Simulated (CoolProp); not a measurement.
Vapour-liquid equilibrium of CHF3 (R23) (1) + ethane (2) at -8.25 °C; x and y are mole fractions of (1).

The numbers come from the multi-fluid Helmholtz-energy mixture model, Penoncello 2003 and Bücker 2006; pair parameters Bell 2016 in CoolProp.

### Question
Give the bubble pressure and the first vapour's composition at x = 0.15, 0.75, 0.95. Is there an azeotrope?

### Answer
x = 0.15: 2.518 MPa, y = 0.262; x = 0.75: 2.768 MPa, y = 0.654; x = 0.95: 2.233 MPa, y = 0.883. y crosses x between x = 0.45 and 0.55: the model has an azeotrope there.

The pair parameters rest on a limited set of measurements; away from them the model extrapolates.
